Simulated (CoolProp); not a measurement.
Model: reference Helmholtz-energy equation of state, Gao 2022, in CoolProp.

**Question.** For n-perfluorohexane, give the phase and the density (kg/m³), Joule-Thomson coefficient (K/MPa), isothermal compressibility (1/MPa), expansivity (1/kK) at 227.7 K and 23.4 bar; 296.3 K and 23.4 bar.

**Answer.** 
- 227.7 K and 23.4 bar: liquid; density 1880, Joule-Thomson coefficient -0.380, isothermal compressibility 0.00133, expansivity 1.46
- 296.3 K and 23.4 bar: liquid; density 1690, Joule-Thomson coefficient -0.289, isothermal compressibility 0.00252, expansivity 1.66
